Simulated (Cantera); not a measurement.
Cantera run, input and output.

```python
import numpy as np
import cantera as ct

gas = ct.Solution("h2o2.yaml")
gas.TPX = 1198, 1333, {'H2': 0.017, 'O2': 1, 'H2O': 0.048}
inlet = ct.Reservoir(gas, clone=True)

reactor = ct.IdealGasConstPressureReactor(gas, energy="off", clone=False)
exhaust = ct.Reservoir(gas, clone=True)
tau = [27, 7.3, 2, 0.54, 0.15, 0.04, 0.011, 0.003][0]
for a, b in ((inlet, reactor), (reactor, exhaust)):
    ct.MassFlowController(a, b, mdot=lambda t: reactor.mass / tau)
net = ct.ReactorNet([reactor])
show = ['H2', 'O2', 'O', 'OH', 'H2O', 'HO2', 'H']

rows = []
print(f"{'tau/s':>10s}{'T/K':>9s}" + "".join(f"{s:>11s}" for s in show))
for tau in [27, 7.3, 2, 0.54, 0.15, 0.04, 0.011, 0.003]:
    net.initial_time = 0.0
    net.advance(30 * tau)
    before = gas.X
    net.advance(40 * tau)
    drift = np.max(np.abs(gas.X - before) / (gas.X + 1e-9))
    rows.append([gas.T, *gas[show].X, drift])
    print(f"{tau:10.3e}{gas.T:9.1f}" + "".join(f"{x:11.3e}" for x in gas[show].X))
```

It prints:

```
     tau/s      T/K         H2         O2          O         OH        H2O        HO2          H
 2.700e+01   1198.0  1.148e-05  9.382e-01  1.504e-04  2.659e-04  6.137e-02  2.444e-07  2.751e-06
 7.300e+00   1198.0  2.646e-05  9.379e-01  3.570e-04  4.096e-04  6.127e-02  4.698e-07  1.006e-05
 2.000e+00   1198.0  5.952e-05  9.374e-01  8.247e-04  6.238e-04  6.110e-02  8.322e-07  3.543e-05
 5.400e-01   1198.0  1.321e-04  9.362e-01  1.847e-03  9.386e-04  6.078e-02  1.353e-06  1.196e-04
 1.500e-01   1198.0  2.803e-04  9.341e-01  3.731e-03  1.351e-03  6.023e-02  1.958e-06  3.494e-04
 4.000e-02   1198.0  5.994e-04  9.310e-01  6.452e-03  1.837e-03  5.931e-02  2.542e-06  8.292e-04
 1.100e-02   1198.0  1.334e-03  9.287e-01  8.397e-03  2.279e-03  5.797e-02  2.952e-06  1.370e-03
 3.000e-03   1198.0  3.384e-03  9.289e-01  7.934e-03  2.618e-03  5.557e-02  3.179e-06  1.593e-03
```

Detailed kinetics in Cantera: the H2/O2 subset of GRI-Mech 3.0, which has no nitrogen chemistry. Radical loss at walls, strong at low pressure, is not modelled.
